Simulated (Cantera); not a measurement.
Input: 1 mol C₂H₆, 0.54 mol NH₃, 0.8 mol H₂, equilibrated at 1 atm.

Cantera equilibrium calculation (NASA polynomials, part measured and part estimated; ideal gas, pure solids and liquids). Candidate condensed phases: C, C₆H₆, C₇H₈, C₈H₁₈; 92 gas species. Equilibrium is a limit: real reactors are often held back by kinetics, nucleation or transport.

Over these rows the condensed part is C(graphite). Partial pressures as log10 of bar:

```tsv
T (K)	1000/T (1/K)	log p C₂H₂ (acetylene)	log p H₂	log p N₂
1375	0.7273	-5.77	-0.02	-1.25
1475	0.6780	-5.20	-0.02	-1.25
1575	0.6349	-4.70	-0.02	-1.25
1675	0.5970	-4.26	-0.02	-1.25
1775	0.5634	-3.87	-0.02	-1.26
1875	0.5333	?	-0.02	-1.26
```

Fit log p(C₂H₂ (acetylene)) = a + b·(1000/T) to the five rows, give the apparent enthalpy, and predict the row at 1875 K.

Means: 1000/T = 0.6401, log p = -4.760. Sxy = -0.194873, Sxx = 0.0168078, so b = -11.59 and a = -4.760 − (-11.59)×0.6401 = 2.66.
Apparent enthalpy: −19.145 × (-11.59) = 222 kJ/mol. With the condensed phases at unit activity, 2 C(graphite) + H₂(g) = C₂H₂ (acetylene)(g) links this pressure to the main gases: over the six rows their terms move log p by +0.00 in all, so the slope is close to that reaction's ΔH°. The five rows lie within 0.01 of the line.
Prediction at 1875 K: 2.66 + (-11.59)×0.5333 = -3.52. The computed value is -3.52, 0.00 from the line.
